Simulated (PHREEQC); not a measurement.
Spent oxide etchant

Make-up at 92 °C: 14 mmol/kgw NH4HF2, 0.26 mmol/kgw (NH4)2SiF6 and 0.58 mmol/kgw H2SO4. Closed to the air; pH follows from the charge balance.

The numbers come from PHREEQC with the ion-association model, phreeqc.dat.

Each row changes one thing in this solution. Precipitation was switched off in this run.

```csv
case,pH,ionic strength (mol/kgw),HF (mol/kgw),F- (mol/kgw),HF2- (mol/kgw),NH3 (mol/kgw)
as made,3.64,0.0155,0.0141,0.0124,0.000721,1.41e-6
(NH4)2SiF6 left out,3.64,0.0147,0.0141,0.0124,0.000720,1.37e-6
NH4HF2 from 0.014 to 0.14 mol/kgw,3.58,0.141,0.100,0.0988,0.0404,9.33e-6
(NH4)2SiF6 replaced by KF at the same molality,3.65,0.0149,0.0141,0.0127,0.000734,1.39e-6
NH4HF2 from 0.014 to 0.007 mol/kgw,3.60,0.00843,0.00801,0.00616,0.000202,6.89e-7
NH4HF2 from 0.014 to 0.028 mol/kgw,3.64,0.0294,0.0262,0.0245,0.00264,2.66e-6
H2SO4 left out,3.71,0.0150,0.0131,0.0135,0.000724,1.67e-6
(NH4)2SiF6 replaced by NaHF2 at the same molality,3.64,0.0149,0.0144,0.0126,0.000746,1.37e-6
```

Complexes and solids missing from the database can't appear. Away from 25 °C the constants follow the database's enthalpies or fits; those with neither stay at their 25 °C values. SiF6-2 is the database's only silicon fluoride.
